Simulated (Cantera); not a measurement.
Cantera with NASA thermochemical tables; ideal gases at 1 bar, condensed phases pure. Values are per mole of reaction as written; species without (g) are pure solids or liquids, kept so even where they would boil at 1 bar.

TaO₂(g) + N(g) → NO₂(g) + Ta

| T (K) | ΔH° (kJ) | ΔS° (J/K) | ΔG° (kJ) | log10 K |
|---|---|---|---|---|
| 300 | -237.7 | -151.9 | -192.1 | 33.44 |
| 1848 | -231.0 | -147.7 | 41.9 | -1.18 |
| 1898 | -230.5 | -147.4 | 49.3 | -1.36 |
| 1948 | … | … | … | … |
| 1998 | … | … | … | … |
| 2048 | -228.9 | -146.6 | 71.3 | -1.82 |
| 2098 | -228.3 | -146.3 | 78.6 | -1.96 |
| 2148 | -227.8 | -146.0 | 86.0 | -2.09 |
| 2198 | … | … | … | … |

Some entries are withheld; supply them.


- 1948, ΔH° (kJ): -230.0
- 1948, ΔS° (J/K): -147.1
- 1948, ΔG° (kJ): 56.6
- 1948, log10 K: -1.52
- 1998, ΔH° (kJ): -229.5
- 1998, ΔS° (J/K): -146.9
- 1998, ΔG° (kJ): 64.0
- 1998, log10 K: -1.67
- 2198, ΔH° (kJ): -227.2
- 2198, ΔS° (J/K): -145.8
- 2198, ΔG° (kJ): 93.2
- 2198, log10 K: -2.22
